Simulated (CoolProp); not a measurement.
Nitrogen at 298.15 K and 0.16 MPa is compressed adiabatically to 0.656 MPa with isentropic efficiency 0.75. Each further row changes one setting.

The numbers come from the reference Helmholtz-energy equation of state, Span 2000 in CoolProp.

| case | work (kJ/kg) | final temperature (K) | final density (kg/m³) |
|---|---|---|---|
| as stated | 205 | 494.4 | 4.46 |
| efficiency 1 | 154 | 445.8 | 4.95 |
| efficiency 0.65 | 237 | 524.2 | 4.21 |
